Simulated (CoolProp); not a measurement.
A simple Rankine cycle with R1224YDZ: condensing at 300.15 K, boiler at 1.02 MPa, turbine inlet 407.5 K, turbine efficiency 0.85, pump efficiency 0.8, no recuperator. Each further row changes one setting.

Values from CoolProp's reference Helmholtz-energy equation of state, Akasaka 2023.

```csv
case,thermal efficiency (%),net work (kJ/kg),heat in (kJ/kg),turbine exit temperature (K),volume ratio over the turbine
as stated,12.3,30.5,247,362.5,6.47
turbine inlet 427.5 K,12.2,32.6,268,382.9,6.37
condensing temperature 292.15 K,13.7,35.1,256,356.4,8.55
boiler pressure 0.714 MPa,10.2,25.7,251,372.4,4.43
turbine efficiency 0.75,10.8,26.8,247,366.6,6.56
```
